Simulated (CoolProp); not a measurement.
Properties of octamethylcyclotetrasiloxane (D4) along the isobar 101 kPa.

The numbers come from the reference Helmholtz-energy equation of state, Thol 2015 in CoolProp.

| T (K) | phase | cp (kJ/(kg K)) | isothermal compressibility (1/MPa) |
|---|---|---|---|
| 392 | liquid | 1.858 | 0.003616 |
| 398.6 | liquid | 1.873 | 0.003880 |
| 405.1 | liquid | 1.889 | 0.004166 |
| 411.7 | liquid | 1.904 | 0.004487 |
| 418.3 | liquid | 1.920 | 0.004842 |
| 424.9 | liquid | 1.936 | 0.005238 |
| 431.4 | liquid | 1.952 | 0.005674 |
| 438 | liquid | 1.969 | 0.006171 |
| 444.6 | liquid | 1.985 | 0.006733 |
| 451.1 | gas | 1.704 | 10.77 |
| 457.7 | gas | 1.718 | 10.71 |
| 464.3 | gas | 1.733 | 10.66 |
| 470.8 | gas | 1.748 | 10.61 |
| 477.4 | gas | 1.762 | 10.57 |
| 484 | gas | 1.777 | 10.53 |
